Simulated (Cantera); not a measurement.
Hydrocarbon pyrolysis for carbon deposition

A perfectly stirred reactor is fed with CH₄ : N₂ = 1 : 1.6 (molar parts), at 2670 Pa; it is held at 1898 K, and followed from long to short residence time.

Detailed kinetics in Cantera: GRI-Mech 3.0 (53 species, 325 reactions). GRI-Mech 3.0 stops at C3 and has no aromatics, soot or wall deposition, so with more carbon than oxygen in the feed, carbon stays in small species such as C2H2 where larger ones or solid carbon would form. Radical loss at walls, strong at low pressure, is not modelled.

| τ (s) | x CH₄ | x C₂H | x CH₂ | x HCN | x C₂H₄ | x H₂ | x C₂H₆ |
|---|---|---|---|---|---|---|---|
| 7.1 | 0.00310 | 1.07e-5 | 2.56e-6 | 0.000698 | 2.69e-5 | 0.411 | 1.51e-7 |
| 1.8 | 0.00787 | 8.50e-6 | 3.95e-6 | 0.000215 | 5.66e-5 | 0.406 | 7.29e-7 |
| 0.44 | 0.0204 | 6.47e-6 | 5.75e-6 | 5.63e-5 | 0.000203 | 0.392 | 3.49e-6 |
| 0.11 | 0.0485 | 4.88e-6 | 7.95e-6 | 1.45e-5 | 0.000842 | 0.360 | 1.45e-5 |
| 0.027 | 0.106 | 3.37e-6 | 1.05e-5 | 3.55e-6 | 0.00333 | 0.295 | 5.09e-5 |
| 0.0067 | 0.209 | 1.58e-6 | 1.19e-5 | 5.80e-7 | 0.00995 | 0.178 | 0.000119 |
| 0.0017 | 0.346 | 1.31e-7 | 6.07e-6 | 1.38e-8 | 0.00729 | 0.0323 | 7.21e-5 |
| 0.00042 | 0.381 | 1.32e-9 | 6.78e-7 | 8.90e-11 | 0.000251 | 0.00167 | 5.63e-6 |
x: mole fraction; the columns are a selection and need not sum to one.
